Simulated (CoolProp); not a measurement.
Vapour-liquid equilibrium of fluoroethane (R161) (1) + R1234yf (2) at 1.86 MPa; x and y are mole fractions of (1).

Computed with CoolProp (multi-fluid Helmholtz-energy mixture model, Wu 2012 and Lemmon 2022; pair parameters Bell 2016).

Give the bubble temperature and the first vapour's composition at x = 0.05, 0.275, 0.875. Is there an azeotrope?

x = 0.05: 337.9 K, y = 0.060; x = 0.275: 334.3 K, y = 0.315; x = 0.875: 327.3 K, y = 0.889. No azeotrope shows between x = 0.05 and 0.95.

Pair parameters are fitted to limited data, so mixtures are less certain than the pure fluids.
